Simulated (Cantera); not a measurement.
Input: 1 mol CCl4, a varied amount of F2, 0.21 mol H2, at 1198 K and 0.0900 Torr.

Cantera equilibrium calculation (NASA polynomials, part measured and part estimated; ideal gas, pure solids and liquids). Candidate condensed phases: C, C6H6, C7H8, C8H18; 118 gas species. Gases not in the tables: C2F6 and larger saturated fluorocarbons. Rates play no part.

x: gas mole fraction; n: condensed amount in mol.

```json
[
 {"n(F2) (mol)": "0.12", "x Cl2": "0.535", "x Cl": "0.309", "x CF4": "0.00255", "x HF": "0.0767", "x HCl": "0.0762", "x CClF3": "?", "x CCl2F2": "7.65e-6", "n C(graphite)": "0.993"},
 {"n(F2) (mol)": "0.17", "x Cl2": "0.532", "x Cl": "0.308", "x CF4": "0.00850", "x HF": "0.0871", "x HCl": "0.0638", "x CClF3": "?", "x CCl2F2": "1.39e-5", "n C(graphite)": "0.975"},
 {"n(F2) (mol)": "0.24", "x Cl2": "0.526", "x Cl": "0.306", "x CF4": "0.0187", "x HF": "0.0929", "x HCl": "0.0555", "x CClF3": "?", "x CCl2F2": "2.04e-5", "n C(graphite)": "0.945"},
 {"n(F2) (mol)": "0.33", "x Cl2": "0.517", "x Cl": "0.304", "x CF4": "0.0325", "x HF": "0.0962", "x HCl": "0.0496", "x CClF3": "?", "x CCl2F2": "2.64e-5", "n C(graphite)": "0.904"},
 {"n(F2) (mol)": "0.47", "x Cl2": "0.503", "x Cl": "0.300", "x CF4": "0.0539", "x HF": "0.0979", "x HCl": "0.0440", "x CClF3": "?", "x CCl2F2": "3.31e-5", "n C(graphite)": "0.836"},
 {"n(F2) (mol)": "0.66", "x Cl2": "0.485", "x Cl": "0.294", "x CF4": "0.0818", "x HF": "0.0981", "x HCl": "0.0389", "x CClF3": "?", "x CCl2F2": "3.93e-5", "n C(graphite)": "0.744"},
 {"n(F2) (mol)": "0.92", "x Cl2": "0.462", "x Cl": "0.287", "x CF4": "0.118", "x HF": "0.0968", "x HCl": "0.0342", "x CClF3": "?", "x CCl2F2": "4.49e-5", "n C(graphite)": "0.616"},
 {"n(F2) (mol)": "1.3", "x Cl2": "0.431", "x Cl": "0.278", "x CF4": "0.165", "x HF": "0.0937", "x HCl": "0.0294", "x CClF3": "?", "x CCl2F2": "4.96e-5", "n C(graphite)": "0.427"}
]
```

Q: Fill in the missing entries.

A: 
- 0.12, x CClF3: 0.000137
- 0.17, x CClF3: 0.000338
- 0.24, x CClF3: 0.000608
- 0.33, x CClF3: 0.000912
- 0.47, x CClF3: 0.00131
- 0.66, x CClF3: 0.00176
- 0.92, x CClF3: 0.00226
- 1.3, x CClF3: 0.00282
